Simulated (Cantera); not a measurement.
Input: 1 mol SiH₂Cl₂, 0.68 mol NH₃, 5.5 mol H₂, held at 6.90 Torr.

Method: chemical equilibrium by Gibbs-energy minimisation in Cantera with the NASA 1993 tables (ideal gas, pure condensed phases). Candidate condensed phases: NH₄Cl, Si, Si₃N₄; 28 gas species. Mutual solubility and eutectic melting of coexisting phases are not modelled. Gases not in the tables: Si₂H₆ and higher silanes. The numbers say what is thermodynamically allowed, not how fast it happens.

Problem. What share of the Si ends up in condensed phases as a function of T (°C), at 427, 627, 827, 1027, 1227, 1427, 1627, 1827?

Solution. 
| T (°C) | Si condensed (%) | as |
|---|---|---|
| 427 | 51.0 | Si₃N₄(s) |
| 627 | 51.0 | Si₃N₄(s) |
| 827 | 56.4 | Si(s) + Si₃N₄(s) |
| 1027 | 54.9 | Si(s) + Si₃N₄(s) |
| 1227 | 51.5 | Si(s) + Si₃N₄(s) |
| 1427 | 49.5 | Si(l) |
| 1627 | 52.5 | Si(l) |
| 1827 | 41.8 | Si(l) |
